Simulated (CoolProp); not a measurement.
R124 along the isobar 9.99 MPa: density (kg/m³) from the reference equation and from simpler models built on Tc = 395.4 K, pc = 3.624 MPa, ω = 0.288; each cubic takes its own stable root.

Computed with CoolProp (reference Helmholtz-energy equation of state, de Vries 1995).

| T (K) | phase | reference | van der Waals | Redlich-Kwong | Soave-Redlich-Kwong |
|---|---|---|---|---|---|
| 329.3 | liquid | 1304 | 856.2 | 1164 | 1201 |
| 341.2 | liquid | 1265 | 838.7 | 1127 | 1160 |
| 353.1 | liquid | 1224 | 820.7 | 1088 | 1117 |
| 365 | liquid | 1180 | 801.9 | 1048 | 1071 |
| 376.9 | liquid | 1134 | 782.5 | 1006 | 1021 |
| 388.9 | liquid | 1083 | 762.1 | 961.8 | 967.6 |
| 400.8 | supercritical | 1028 | 741.1 | 916.0 | 910.9 |
| 412.7 | supercritical | 968.5 | 719.2 | 868.3 | 850.7 |
| 424.6 | supercritical | 903.0 | 696.5 | 819.0 | 787.8 |
